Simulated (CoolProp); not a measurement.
A single-stage vapour-compression cycle with isobutene: evaporating at 293.15 K (dew point), condensing at 349.15 K (bubble point), superheat 0 K, subcooling 5 K, compressor efficiency 0.6, no pressure losses. Each further row changes one setting.

Model: reference Helmholtz-energy equation of state, Lemmon 2005, in CoolProp. It is a short technical equation, of lower accuracy than the large ones.

```json
[
 {"case": "as stated", "cooling COP": "(withheld)", "pressure ratio": "4.30", "discharge temperature (K)": "362.8", "refrigerating effect (kJ/kg)": "236", "volumetric capacity (kJ/m³)": "1550"},
 {"case": "evaporating temperature 298.15 K", "cooling COP": "2.76", "pressure ratio": "3.68", "discharge temperature (K)": "(withheld)", "refrigerating effect (kJ/kg)": "243", "volumetric capacity (kJ/m³)": "1840"},
 {"case": "condensing temperature 344.15 K", "cooling COP": "2.75", "pressure ratio": "3.85", "discharge temperature (K)": "(withheld)", "refrigerating effect (kJ/kg)": "250", "volumetric capacity (kJ/m³)": "1630"},
 {"case": "subcooling 10 K", "cooling COP": "2.54", "pressure ratio": "4.30", "discharge temperature (K)": "362.8", "refrigerating effect (kJ/kg)": "250", "volumetric capacity (kJ/m³)": "1630"},
 {"case": "superheat 10 K", "cooling COP": "2.46", "pressure ratio": "4.30", "discharge temperature (K)": "373.2", "refrigerating effect (kJ/kg)": "(withheld)", "volumetric capacity (kJ/m³)": "1590"},
 {"case": "compressor efficiency 0.5", "cooling COP": "2.01", "pressure ratio": "4.30", "discharge temperature (K)": "372.0", "refrigerating effect (kJ/kg)": "236", "volumetric capacity (kJ/m³)": "1550"}
]
```

Question: Some entries are withheld; supply them.

Answer: 
- as stated, cooling COP: 2.41
- evaporating temperature 298.15 K, discharge temperature (K): 361.0
- condensing temperature 344.15 K, discharge temperature (K): 357.4
- superheat 10 K, refrigerating effect (kJ/kg): 253
